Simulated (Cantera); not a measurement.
A closed system holds: 1 mol AlI3, 4.2 mol NH3, 2 mol H2, 6.7 mol H2O, held at 1973.15 K and 75.0 Torr.

Equilibrium computed with Cantera from the NASA thermochemical tables; the gas is ideal and each condensed phase is pure. Candidate condensed phases: Al, AlI3, AlN, Al2O3, H2O, I2; 41 gas species. Gases not in the tables: Al(OH)3. Rates play no part.

Base state: H2 0.481, H2O 0.261, I 0.132, N2 0.105, HI 0.0186, H 0.00296, OH 0.000152, I2 5.71e-5 (mole fractions); condensed: Al2O3(s).

### Question
What changes in the equilibrium state with this change: temperature from 1973.15 K to 800 K?

### Answer
| species | before | after |
|---|---|---|
| H2 | 0.481 | 0.448 |
| H2O | 0.261 | 0.279 |
| HI | 0.0186 | 0.158 |
| I | 0.132 | 0.000628 |
| N2 | 0.105 | 0.113 |
| H | 0.00296 | <1e-9 |
| OH | 0.000152 | <1e-9 |
| NH3 | 2.27e-7 | 3.01e-5 |
| Al2O3(s), mol | 0.500 | 0.500 |
